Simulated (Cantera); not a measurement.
Input (Python, Cantera) and output of one run.

```python
import numpy as np
import cantera as ct

gas_names = [...]  # 136 gases of nasa_gas.yaml made of C, H, N, O
cond_names = """
    C(gr) C6H6(L) C7H8(L) C8H18(L),n-octa H2O(s) H2O(L)
""".split()


# ... load() reads the species with a 1 bar reference pressure and builds the phases ...
atoms = {
    'C2H5OH': {'C': 2, 'H': 6, 'O': 1},
    'H2': {'H': 2},
    'N2': {'N': 2},
}
top_T = {'C(gr)': 4500}  # K; cautious upper limits of use, not melting points


# ... equilibrate(T, P, feed) seeds the gas with the atoms and calls Mixture.equilibrate('TP', solver="vcs", rtol=1e-11, max_steps=5000) ...
results = []
feed = {'C2H5OH': 1, 'H2': 48, 'N2': 16}  # mol
T = 848.15  # K
for P in [10, 100, 1000, 10000, 100000, 1000000, 10000000]:
    mix = equilibrate(T, P, feed)
    results.append((T, P, feed, dict(zip(mix.species_names, mix.species_moles))))

top = {s: max(r[3][s] / sum(r[3][g] for g in gas_names) for r in results) for s in gas_names}
cols = sorted((s for s in top if top[s] > 1e-05), key=lambda s: -top[s])[:5]
seen = [c for c in cond_names if any(r[3].get(c, 0) > 1e-12 for r in results)]
print("log10 of partial pressures in bar; condensed amounts in mol")
print(f"{'P/Pa':>10s}" + "".join(f"{s[:9]:>10s}" for s in cols + seen))
for T, P, feed, n in results:
    ng = sum(n[g] for g in gas_names)
    print(f"{P:10.4g}" + "".join(f"{np.log10(max(n[s] / ng * P / 1e5, 1e-99)):10.3f}" for s in cols)
          + "".join(f"{n.get(c, 0):10.4g}" for c in seen))
```

Output:

```
log10 of partial pressures in bar; condensed amounts in mol
      P/Pa        H2        N2       NH3       CH4       H2O     C(gr)
        10    -4.125    -4.628   -11.226    -8.444    -9.091    0.9981
       100    -3.125    -3.628    -9.226    -6.445    -7.094    0.9814
      1000    -2.128    -2.627    -7.229    -4.450    -5.117    0.8142
     1e+04    -1.142    -1.616    -5.245    -2.660    -3.184         0
     1e+05    -0.150    -0.609    -3.254    -1.516    -1.822         0
     1e+06     0.847     0.389    -1.259    -0.510    -0.811         0
     1e+07     1.825     1.368     0.697     0.509     0.208         0
```

Cantera equilibrium calculation (NASA polynomials, part measured and part estimated; ideal gas, pure solids and liquids). The ideal-gas law is rough above about 30 bar.
